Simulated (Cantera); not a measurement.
An isothermal, constant-pressure homogeneous reactor starts with CH4 : H2 = 0.012 : 1 (molar parts), at 2073 K and 0.270 bar. Integrator tolerance rtol = 1e-08.

Model: GRI-Mech 3.0 (53 species, 325 reactions), integrated in Cantera. GRI-Mech 3.0 stops at C3 and has no aromatics, soot or wall deposition, so with more carbon than oxygen in the feed, carbon stays in small species such as C2H2 where larger ones or solid carbon would form.

### Question
What does this change do: 0.0043 parts H2O added?

### Answer
```csv
quantity,before,after
x(CH4) at 2.00 s,0.000201 (gas-phase equilibrium 0.000201),0.000174 (gas-phase equilibrium 0.000160)
x(H2) at 2.00 s,0.989 (gas-phase equilibrium 0.989),0.987 (gas-phase equilibrium 0.987)
x(CH2) at 2.00 s,1.39e-7 (gas-phase equilibrium 1.39e-7),1.21e-7 (gas-phase equilibrium 1.11e-7)
x(C2H2) at 2.00 s,0.00573 (gas-phase equilibrium 0.00573),0.00365 (gas-phase equilibrium 0.00363)
x(CH3) at 2.00 s,2.01e-5 (gas-phase equilibrium 2.01e-5),1.74e-5 (gas-phase equilibrium 1.60e-5)
x(C2H) at 2.00 s,6.97e-7 (gas-phase equilibrium 6.97e-7),4.45e-7 (gas-phase equilibrium 4.42e-7)
```

### Question
What does this change do: temperature 2073 to 1573 K?

### Answer
```tsv
quantity	before	after
x(CH4) at 2.00 s	0.000201 (gas-phase equilibrium 0.000201)	0.00970 (gas-phase equilibrium 0.00574)
x(H2) at 2.00 s	0.989 (gas-phase equilibrium 0.989)	0.989 (gas-phase equilibrium 0.991)
x(CH2) at 2.00 s	1.39e-7 (gas-phase equilibrium 1.39e-7)	1.07e-9 (gas-phase equilibrium 6.61e-10)
x(C2H2) at 2.00 s	0.00573 (gas-phase equilibrium 0.00573)	0.00102 (gas-phase equilibrium 0.00291)
x(CH3) at 2.00 s	2.01e-5 (gas-phase equilibrium 2.01e-5)	1.53e-5 (gas-phase equilibrium 9.23e-6)
x(C2H) at 2.00 s	6.97e-7 (gas-phase equilibrium 6.97e-7)	2.29e-10 (gas-phase equilibrium 6.66e-10)
```
